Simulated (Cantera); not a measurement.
Input (Python, Cantera):

```python
import numpy as np
import cantera as ct

gas = ct.Solution("gri30.yaml")
gas.TPX = 1675, 61000, {'CH4': 1, 'O2': 2.27, 'N2': 8.55, 'CO2': 0.86}
reactor = ct.IdealGasReactor(gas, energy="on", clone=False)
net = ct.ReactorNet([reactor])
net.rtol, net.atol = 1e-08, 1e-16
show = ['CH4', 'O2', 'CO2', 'CH2CO', 'NO2', 'HCO', 'N2O']
times = np.geomspace(6e-06, 0.5, 16)

steps = ct.SolutionArray(gas, extra=["t"])
rows = []
print(f"{'t/s':>10s}{'T/K':>9s}{'P/Pa':>11s}" + "".join(f"{s:>11s}" for s in show))
for t in times:
    while net.time < t:
        t_next = net.step()
        steps.append(gas.state, t=t_next)
    rows.append([np.interp(t, steps.t, y) for y in (steps.T, steps.P, *steps(*show).X.T)])
    print(f"{t:10.3e}{rows[-1][0]:9.1f}{rows[-1][1]:11.4g}" + "".join(f"{x:11.3e}" for x in rows[-1][2:]))
rate = np.gradient(steps.T, steps.t)
print("integrator steps:", len(steps.t))
if steps.T.max() > steps.T[0] + 200:
    print(f"time of steepest temperature rise: {steps.t[rate.argmax()]:.4e} s")
gas.TPX = 1675, 61000, {'CH4': 1, 'O2': 2.27, 'N2': 8.55, 'CO2': 0.86}
gas.equilibrate("UV")
print(f"equilibrium (UV): T = {gas.T:.1f} K  " + "  ".join(f"{s} {gas[s].X[0]:.3e}" for s in show))
```

It prints:

```
       t/s      T/K       P/Pa        CH4         O2        CO2      CH2CO        NO2        HCO        N2O
 6.000e-06   1675.0    6.1e+04  7.886e-02  1.790e-01  6.782e-02  8.171e-16  9.077e-19  5.661e-12  7.098e-12
 1.277e-05   1674.9    6.1e+04  7.885e-02  1.790e-01  6.782e-02  3.884e-14  1.097e-17  3.156e-11  2.507e-11
 2.718e-05   1674.8    6.1e+04  7.882e-02  1.790e-01  6.782e-02  1.797e-12  1.284e-16  1.909e-10  9.489e-11
 5.785e-05   1674.7  6.099e+04  7.874e-02  1.790e-01  6.782e-02  1.007e-10  1.560e-15  1.442e-09  3.569e-10
 1.231e-04   1674.9    6.1e+04  7.840e-02  1.788e-01  6.782e-02  9.107e-09  2.115e-14  1.686e-08  1.239e-09
 2.621e-04   1683.0  6.134e+04  7.547e-02  1.771e-01  6.778e-02  2.430e-06  6.867e-13  5.500e-07  5.441e-09
 5.578e-04   2710.6  1.041e+05  4.754e-16  4.462e-02  8.343e-02  1.474e-17  2.262e-07  4.579e-08  4.582e-07
 1.187e-03   2759.7  1.056e+05  6.631e-16  4.168e-02  8.648e-02  1.751e-17  1.520e-06  4.127e-08  5.901e-07
 2.527e-03   2753.6  1.053e+05  6.830e-16  3.950e-02  8.655e-02  1.754e-17  3.079e-06  4.067e-08  6.337e-07
 5.378e-03   2750.1  1.051e+05  6.948e-16  3.829e-02  8.658e-02  1.754e-17  3.920e-06  4.033e-08  6.717e-07
 1.145e-02   2749.6  1.051e+05  6.964e-16  3.813e-02  8.659e-02  1.754e-17  4.027e-06  4.029e-08  6.773e-07
 2.436e-02   2749.6  1.051e+05  6.964e-16  3.813e-02  8.659e-02  1.754e-17  4.028e-06  4.029e-08  6.773e-07
 5.186e-02   2749.6  1.051e+05  6.964e-16  3.813e-02  8.659e-02  1.754e-17  4.028e-06  4.029e-08  6.773e-07
 1.104e-01   2749.6  1.051e+05  6.964e-16  3.813e-02  8.659e-02  1.754e-17  4.028e-06  4.029e-08  6.773e-07
 2.349e-01   2749.6  1.051e+05  6.964e-16  3.813e-02  8.659e-02  1.754e-17  4.028e-06  4.029e-08  6.773e-07
 5.000e-01   2749.6  1.051e+05  6.964e-16  3.813e-02  8.659e-02  1.754e-17  4.028e-06  4.029e-08  6.773e-07
integrator steps: 1696
time of steepest temperature rise: 4.0491e-04 s
equilibrium (UV): T = 2749.6 K  CH4 9.509e-16  O2 3.813e-02  CO2 8.659e-02  CH2CO 1.932e-17  NO2 4.028e-06  HCO 4.029e-08  N2O 6.773e-07
```

Cantera simulation using GRI-Mech 3.0 (53 species, 325 reactions); the numbers are that mechanism's predictions, not measurements.
